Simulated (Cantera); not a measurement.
**Thermodynamics of silicon carbide growth, feed Si(CH3)4 + C2H4 + H2**

Feed: 1 mol Si(CH3)4, 0.57 mol C2H4, a varied amount of H2, at 2048.15 K and 3.90 Torr.

Equilibrium computed with Cantera from the NASA thermochemical tables; the gas is ideal and each condensed phase is pure. Candidate condensed phases: C, C6H6, C7H8, C8H18, Si, SiC; 87 gas species. Kinetics and transport are ignored.

From 88 mol H2 to 770 mol H2 the condensed part is C(graphite) + SiC(s). At 980 mol H2 the condensed part is C(graphite). The main Si-bearing gas is Si throughout. The share of Si in condensed phases is highest at 88 mol H2 (89.2 %) and lowest at 980 mol H2 (0.0 %).

```
n(H2) (mol)  log p H2  log p H  log p C2H2 (acetylene)  log p Si  log p SiC2  log p SiH  log p Si2C  log p SiH2  n C(graphite)  n SiC(s)
-----------  --------  -------  ----------------------  --------  ----------  ---------  ----------  ----------  -------------  --------
88              -2.30    -3.80                   -5.28     -5.31       -6.59      -6.67       -6.78       -7.34           4.04     0.892
110             -2.30    -3.80                   -5.28     -5.31       -6.59      -6.67       -6.78       -7.34           4.01     0.867
140             -2.30    -3.80                   -5.28     -5.31       -6.59      -6.67       -6.78       -7.34           3.98     0.833
180             -2.30    -3.80                   -5.28     -5.31       -6.59      -6.67       -6.78       -7.34           3.94     0.788
230             -2.30    -3.80                   -5.28     -5.31       -6.59      -6.67       -6.78       -7.34           3.89     0.732
290             -2.30    -3.80                   -5.28     -5.31       -6.59      -6.67       -6.78       -7.34           3.82     0.664
370             -2.30    -3.80                   -5.28     -5.31       -6.59      -6.67       -6.78       -7.34           3.74     0.573
470             -2.30    -3.80                   -5.28     -5.31       -6.59      -6.67       -6.78       -7.34           3.63     0.460
600             -2.30    -3.80                   -5.28     -5.31       -6.59      -6.67       -6.78       -7.34           3.49     0.313
770             -2.30    -3.80                   -5.28     -5.31       -6.59      -6.67       -6.78       -7.34           3.31     0.120
980             -2.30    -3.80                   -5.28     -5.35       -6.64      -6.72       -6.87       -7.39           2.98         0
```
log p: log10 of the partial pressure in bar; n: condensed amount in mol.
